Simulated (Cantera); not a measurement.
Mixture: H2 : O2 : N2 = 1 : 0.602 : 2.27 (molar parts), equivalence ratio 0.83, at 0.987 atm, adiabatic and at constant volume. Ignition delay is the time to a rise of 400 K.

Cantera simulation using the H2/O2 subset of GRI-Mech 3.0, which has no nitrogen chemistry; the numbers are that mechanism's predictions, not measurements. Where the delays flatten at high temperature, the 400 K rule measures the pace of heat release, not the induction time.

**Question.** What does this change do: H2 1 to 2.8 parts?

**Answer.** 
| quantity | before | after |
|---|---|---|
| delay at 1225 K | 39.6 µs | 46.0 µs |
| delay at 1425 K | 19.0 µs | 20.7 µs |
| delay at 1625 K | 13.6 µs | 13.8 µs |
| delay at 1825 K | 13.2 µs | 12.6 µs |

**Question.** What does this change do: H2 1 to 0.44 parts?

**Answer.** 
| quantity | before | after |
|---|---|---|
| delay at 1225 K | 39.6 µs | 47.2 µs |
| delay at 1425 K | 19.0 µs | 26.8 µs |
| delay at 1625 K | 13.6 µs | 24.4 µs |
| delay at 1825 K | 13.2 µs | 29.1 µs |

**Question.** What does this change do: pressure from 0.987 atm to 4.93 atm?

**Answer.** 
```tsv
quantity	before	after
delay at 1225 K	39.6 µs	11.5 µs
delay at 1425 K	19.0 µs	3.53 µs
delay at 1625 K	13.6 µs	1.92 µs
delay at 1825 K	13.2 µs	1.35 µs
```
The hydrogen kinetics of GRI-Mech 3.0 are dated; newer H2 mechanisms differ, most at raised pressure.
